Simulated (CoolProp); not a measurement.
A simple Rankine cycle with R114: condensing at 298.15 K, boiler at 1.5 MPa, turbine inlet 377.9 K, turbine efficiency 0.6, pump efficiency 0.8, no recuperator. Each further row changes one setting.

Model: reference Helmholtz-energy equation of state, Platzer 1990, in CoolProp. This equation is an older, rougher fit; its heat capacities, sound speeds and derivatives of the liquid may be far off and weren't checked against measurements.

| case | thermal efficiency (%) | net work (kJ/kg) | heat in (kJ/kg) | turbine exit temperature (K) | volume ratio over the turbine |
|---|---|---|---|---|---|
| as stated | 9.2 | (withheld) | 171 | 334.8 | (withheld) |
| turbine inlet 397.9 K | 9.2 | 17.5 | (withheld) | 357.8 | (withheld) |
| condensing temperature 290.15 K | 10.1 | 18.1 | 178 | 330.9 | (withheld) |
| boiler pressure 1.05 MPa | 7.9 | 14.1 | 178 | 347.1 | (withheld) |
| turbine efficiency 0.5 | 7.6 | 13.0 | 171 | 338.6 | (withheld) |

Task: What belongs in the gaps?

Result: 
- as stated, net work (kJ/kg): 15.8
- as stated, volume ratio over the turbine: 8.29
- turbine inlet 397.9 K, heat in (kJ/kg): 190
- turbine inlet 397.9 K, volume ratio over the turbine: 7.78
- condensing temperature 290.15 K, volume ratio over the turbine: 10.8
- boiler pressure 1.05 MPa, volume ratio over the turbine: 5.24
- turbine efficiency 0.5, volume ratio over the turbine: 8.40
